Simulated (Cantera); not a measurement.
Feed: 1 mol TiO2, 87 mol H2, at 1573.15 K and 360 Pa.

Method: chemical equilibrium by Gibbs-energy minimisation in Cantera with the NASA 1993 tables (ideal gas, pure condensed phases). Candidate condensed phases: H2O, Ti, TiO, TiO2, Ti2O3, Ti3O5, Ti4O7; 12 gas species. Rates play no part.

### Question
What is the equilibrium state?

### Answer
- x(H2) = 0.995
- x(H2O) = 0.00383
- x(H) = 0.000677
- n(Ti3O5(s)) = 0.333 mol
- gas amount = 87.03 mol
- log10 activity of Ti4O7(s) (absent) = -0.10
- log10 activity of Ti2O3(s) (absent) = -0.29
- log10 activity of Ti(β) (absent) = -6.72
